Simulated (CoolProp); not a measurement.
Saturation properties of n-perfluoropentane.

Model: reference Helmholtz-energy equation of state, Gao 2022, in CoolProp.

```tsv
T (°C)	p (kPa)	liquid cp (kJ/(kg K))	vapour Z
-63.75	0.4614	0.8799	0.9992
-52.55	1.193	0.8992	0.9983
-41.35	2.763	0.9195	0.9965
-30.15	5.822	0.9404	0.9937
-19.05	11.26	0.9616	0.9894
-7.85	20.46	0.9833	0.9831
3.35	35.05	1.005	0.9746
14.55	57.03	1.027	0.9634
```

It boils at 29.3 °C under 1 atm.
